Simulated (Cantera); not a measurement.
What does this Cantera script print?

```python
import numpy as np
import cantera as ct

gas_names = """
    H HO2 H2 H2O H2O2 H2S H2SO4 O OH O2 O3 S SH SO SO2 SO3 S2 S2O S8
""".split()
cond_names = """
    H2O(s) H2O(L) H2SO4(L) S(cr1) S(cr2) S(L)
""".split()


# ... load() reads the species with a 1 bar reference pressure and builds the phases ...
atoms = {
    'SO2': {'S': 1, 'O': 2},
    'H2O': {'H': 2, 'O': 1},
    'O2': {'O': 2},
}
top_T = {}  # K; cautious upper limits of use, not melting points


# ... equilibrate(T, P, feed) seeds the gas with the atoms and calls Mixture.equilibrate('TP', solver="vcs", rtol=1e-11, max_steps=5000) ...
results = []
feed = {'SO2': 1, 'H2O': 0.53, 'O2': 9.5}  # mol
T = 2350  # K
for P in [10, 200, 3900, 77000, 1500000, 30000000]:
    mix = equilibrate(T, P, feed)
    results.append((T, P, feed, dict(zip(mix.species_names, mix.species_moles))))

top = {s: max(r[3][s] / sum(r[3][g] for g in gas_names) for r in results) for s in gas_names}
cols = sorted((s for s in top if top[s] > 1e-06), key=lambda s: -top[s])[:9]
seen = [c for c in cond_names if any(r[3].get(c, 0) > 1e-12 for r in results)]
print("log10 of partial pressures in bar; condensed amounts in mol")
print(f"{'P/Pa':>10s}" + "".join(f"{s[:9]:>10s}" for s in cols + seen))
for T, P, feed, n in results:
    ng = sum(n[g] for g in gas_names)
    print(f"{P:10.4g}" + "".join(f"{np.log10(max(n[s] / ng * P / 1e5, 1e-99)):10.3f}" for s in cols)
          + "".join(f"{n.get(c, 0):10.4g}" for c in seen))
```

It prints:

```
log10 of partial pressures in bar; condensed amounts in mol
      P/Pa        O2         O       SO2       H2O         H        OH        SO       SO3        H2
        10    -4.364    -4.362    -5.312    -6.525    -5.357    -5.741    -5.786   -10.105    -6.905
       200    -2.837    -3.599    -3.803    -4.334    -4.643    -4.263    -5.041    -7.833    -5.477
      3900    -1.493    -2.927    -2.466    -2.838    -4.231    -3.179    -4.376    -5.824    -4.653
   7.7e+04    -0.184    -2.272    -1.161    -1.478    -3.878    -2.172    -3.725    -3.864    -3.948
   1.5e+06     1.109    -1.626     0.129    -0.163    -3.544    -1.191    -3.082    -1.928    -3.280
     3e+07     2.411    -0.975     1.418     1.149    -3.213    -0.209    -2.444     0.013    -2.618
```

These are equilibrium values from Cantera (NASA tables, ideal gas, pure condensed phases), not measurements of a reactor. The ideal-gas law is rough above about 30 bar.
